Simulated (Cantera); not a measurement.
Input: 1 mol Pb, 0.17 mol O2, 87 mol H2, at 1100 K and 1.00 Torr.

Equilibrium computed with Cantera from the NASA thermochemical tables; the gas is ideal and each condensed phase is pure. Candidate condensed phases: H2O, Pb, PbO, PbO2, Pb3O4; 12 gas species. Equilibrium is a limit: real reactors are often held back by kinetics, nucleation or transport.

**Question.** What is the equilibrium state?

**Answer.** 
* **x(H2)**: 0.985
* **x(Pb)**: 0.0114
* **x(H2O)**: 0.00386
* **gas amount**: 88.00 mol
* **log10 activity of Pb(l) (absent)**: -0.90
* **log10 activity of PbO2(s) (absent)**: -20.66
